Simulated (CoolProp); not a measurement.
Vapour-liquid equilibrium of CF4 (R14) (1) + R13 (2) at 0.479 bar; x and y are mole fractions of (1).

Model: multi-fluid Helmholtz-energy mixture model, Platzer 1990 and Platzer 1990; pair parameters Bell 2016, in CoolProp. This equation is an older, rougher fit; its heat capacities, sound speeds and derivatives of the liquid may be far off and weren't checked against measurements.

| x | bubble temperature (K) | y at the bubble point | dew temperature at overall composition x (K) | liquid density (mol/L) |
|---|---|---|---|---|
| 0.05 | 167.1 | 0.563 | 178.0 | 15.50 |
| 0.125 | 157.2 | 0.813 | 176.8 | 15.99 |
| 0.2 | (withheld) | 0.893 | 175.4 | 16.33 |
| 0.275 | 148.0 | 0.930 | 174.0 | 16.61 |
| 0.35 | 145.5 | 0.949 | 172.4 | 16.87 |
| 0.425 | (withheld) | 0.962 | 170.7 | 17.10 |
| 0.5 | 142.0 | 0.970 | 168.9 | 17.32 |
| 0.575 | 140.7 | (withheld) | 166.7 | 17.54 |
| 0.65 | 139.6 | 0.982 | 164.3 | (withheld) |
| 0.725 | 138.6 | 0.987 | 161.4 | 17.98 |
| 0.8 | 137.7 | 0.991 | 157.9 | 18.20 |
| 0.875 | 136.7 | 0.994 | 153.1 | 18.42 |
| 0.95 | 135.9 | 0.998 | 145.4 | 18.65 |

### Question
What belongs in the gaps?

### Answer

- 0.2, bubble temperature (K): 151.6
- 0.425, bubble temperature (K): 143.5
- 0.575, y at the bubble point: 0.977
- 0.65, liquid density (mol/L): 17.76

No azeotrope shows between x = 0.05 and 0.95.

Pair parameters are fitted to limited data, so mixtures are less certain than the pure fluids.
